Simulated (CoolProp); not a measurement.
The fluid at 481.74 K and 0.239 MPa flows at 0.087 m/s in a round tube of 20 mm bore and 15 µm roughness, fully developed (64/Re and Nu = 3.66 if laminar; Colebrook and Gnielinski if turbulent). The same conditions are run with several fluids, on thermodynamics alone (safety and materials aside).

Values from CoolProp's reference Helmholtz-energy equation of state of each fluid (n-nonane: Lemmon 2006; carbon dioxide: Span 1996; sulfur hexafluoride: Guder 2009; methanol: de Reuck 1993; ethane: Bücker 2006).

```
fluid                Reynolds number  Darcy friction factor  pressure drop (Pa/m)  heat-transfer coefficient (W/(m² K))  mass flow (kg/h)
-------------------  ---------------  ---------------------  --------------------  ------------------------------------  ----------------
n-nonane                        1700                 0.0376                0.0597                                  5.04             0.825
carbon dioxide                   197                  0.324                 0.161                                  5.75             0.259
sulfur hexafluoride              659                 0.0971                 0.161                                  4.86             0.861
methanol                         214                  0.299                 0.110                                  6.59             0.190
ethane                           218                  0.293                0.0999                                  9.22             0.177
```

Transport values come from each fluid's own correlations.
